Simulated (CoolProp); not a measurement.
Vapour-liquid equilibrium of propane (1) + R114 (2) at 312 K; x and y are mole fractions of (1).

The numbers come from the multi-fluid Helmholtz-energy mixture model, Lemmon 2009 and Platzer 1990; pair parameters Bell 2016 in CoolProp. This equation is an older, rougher fit; its heat capacities, sound speeds and derivatives of the liquid may be far off and weren't checked against measurements.

### Question
Give the bubble pressure and the first vapour's composition at x = 0.2, 0.5, 0.65. Is there an azeotrope?

### Answer
x = 0.2: 0.5738 MPa, y = 0.500; x = 0.5: 0.8749 MPa, y = 0.758; x = 0.65: 1.011 MPa, y = 0.838. No azeotrope shows between x = 0.05 and 0.95.

The pair parameters rest on a limited set of measurements; away from them the model extrapolates.
